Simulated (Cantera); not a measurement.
Hydrocarbon pyrolysis for carbon deposition

An isothermal, constant-pressure homogeneous reactor starts with 1.28 % CH₄, 98.7 % N₂, at 1450 K and 120 Pa.

Detailed kinetics in Cantera: GRI-Mech 3.0 (53 species, 325 reactions). GRI-Mech 3.0 stops at C3 and has no aromatics, soot or wall deposition, so with more carbon than oxygen in the feed, carbon stays in small species such as C2H2 where larger ones or solid carbon would form. Radical loss at walls, strong at low pressure, is not modelled.

```json
[
 {"t (s)": "1.00e-6", "x CH₄": "0.0128", "x H": "1.81e-12", "x HCN": "<1e-12", "x C₂H₂": "<1e-12", "x C₂H": "<1e-12", "x C₂H₄": "<1e-12", "x CH₂": "<1e-12"},
 {"t (s)": "4.64e-6", "x CH₄": "0.0128", "x H": "8.40e-12", "x HCN": "<1e-12", "x C₂H₂": "<1e-12", "x C₂H": "<1e-12", "x C₂H₄": "<1e-12", "x CH₂": "<1e-12"},
 {"t (s)": "2.15e-5", "x CH₄": "0.0128", "x H": "3.89e-11", "x HCN": "<1e-12", "x C₂H₂": "<1e-12", "x C₂H": "<1e-12", "x C₂H₄": "<1e-12", "x CH₂": "<1e-12"},
 {"t (s)": "0.000100", "x CH₄": "0.0128", "x H": "1.79e-10", "x HCN": "<1e-12", "x C₂H₂": "<1e-12", "x C₂H": "<1e-12", "x C₂H₄": "<1e-12", "x CH₂": "<1e-12"},
 {"t (s)": "0.000464", "x CH₄": "0.0128", "x H": "7.92e-10", "x HCN": "<1e-12", "x C₂H₂": "<1e-12", "x C₂H": "<1e-12", "x C₂H₄": "<1e-12", "x CH₂": "<1e-12"},
 {"t (s)": "0.00215", "x CH₄": "0.0128", "x H": "2.99e-9", "x HCN": "<1e-12", "x C₂H₂": "<1e-12", "x C₂H": "<1e-12", "x C₂H₄": "<1e-12", "x CH₂": "<1e-12"},
 {"t (s)": "0.0100", "x CH₄": "0.0128", "x H": "6.47e-9", "x HCN": "<1e-12", "x C₂H₂": "<1e-12", "x C₂H": "<1e-12", "x C₂H₄": "<1e-12", "x CH₂": "<1e-12"},
 {"t (s)": "0.0464", "x CH₄": "0.0128", "x H": "6.99e-9", "x HCN": "<1e-12", "x C₂H₂": "<1e-12", "x C₂H": "<1e-12", "x C₂H₄": "1.28e-12", "x CH₂": "<1e-12"},
 {"t (s)": "0.215", "x CH₄": "0.0128", "x H": "7.01e-9", "x HCN": "<1e-12", "x C₂H₂": "<1e-12", "x C₂H": "<1e-12", "x C₂H₄": "1.49e-10", "x CH₂": "2.29e-12"},
 {"t (s)": "1.00", "x CH₄": "0.0128", "x H": "7.37e-9", "x HCN": "<1e-12", "x C₂H₂": "2.14e-10", "x C₂H": "<1e-12", "x C₂H₄": "1.52e-8", "x CH₂": "4.11e-11"},
 {"t (s)": "4.64", "x CH₄": "0.0128", "x H": "1.55e-8", "x HCN": "<1e-12", "x C₂H₂": "9.94e-8", "x C₂H": "<1e-12", "x C₂H₄": "1.45e-6", "x CH₂": "8.09e-10"},
 {"t (s)": "21.5", "x CH₄": "0.0125", "x H": "2.61e-7", "x HCN": "1.26e-10", "x C₂H₂": "4.23e-5", "x C₂H": "4.13e-11", "x C₂H₄": "0.000101", "x CH₂": "1.30e-8"},
 {"t (s)": "100", "x CH₄": "0.00741", "x H": "4.46e-6", "x HCN": "4.71e-8", "x C₂H₂": "0.00246", "x C₂H": "1.93e-9", "x C₂H₄": "0.000174", "x CH₂": "2.83e-8"}
]
```
x: mole fraction; the columns are a selection and need not sum to one.

Equilibrium at this temperature and pressure: CH₄ 1.14e-7, H 3.79e-5, HCN 0.0114, C₂H₂ 0.000606, C₂H 1.65e-9, C₂H₄ 6.52e-9, CH₂ 7.10e-12 (gas phase only).
